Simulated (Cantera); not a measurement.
An isothermal plug-flow reactor at 750 K and 3600 Torr (inlet), inlet velocity 0.34 m/s, active area per volume 910 1/m; feed 0.900 % CO, 1.20 % O2, 94.8 % N2, 3.12 % H2O.

Cantera simulation using Deutschmann's 1995 Pt surface mechanism with GRI-Mech 3.0 gas chemistry; the numbers are that mechanism's predictions, not measurements. Catalytic surfaces can have several steady states; this one follows from the mechanism file's or the stated starting coverage. Mass transfer to the wall is taken as infinitely fast.

x: gas mole fraction; θ: surface coverage.

| z (m) | x CO | x O2 | x H2O | x CO2 | θ free Pt | θ O* | θ OH* | θ CO* |
|---|---|---|---|---|---|---|---|---|
| 0.00046 | ___ | 0.0117 | 0.0312 | 0.000600 | 0.0490 | 0.00307 | 0.000673 | 0.947 |
| 0.001 | ___ | 0.0113 | 0.0312 | 0.00134 | 0.0514 | 0.00328 | 0.000712 | 0.945 |
| 0.0022 | ___ | 0.0104 | 0.0312 | 0.00322 | 0.0594 | 0.00406 | 0.000852 | 0.936 |
| 0.0046 | ___ | 0.00762 | 0.0313 | 0.00887 | 0.0332 | 0.957 | 0.00979 | 0.000354 |
| 0.01 | ___ | 0.00753 | 0.0313 | 0.00903 | 0.0273 | 0.964 | 0.00892 | 6.04e-6 |
| 0.022 | ___ | 0.00753 | 0.0313 | 0.00904 | 0.0272 | 0.964 | 0.00890 | 3.41e-9 |
| 0.046 | <1e-12 | 0.00753 | 0.0313 | 0.00904 | 0.0272 | 0.964 | 0.00890 | <1e-12 |

**Question.** Some entries are withheld; supply them.

**Answer.** 
- 0.00046, x CO: 0.00840
- 0.001, x CO: 0.00766
- 0.0022, x CO: 0.00579
- 0.0046, x CO: 0.000169
- 0.01, x CO: 4.27e-6
- 0.022, x CO: 2.43e-9
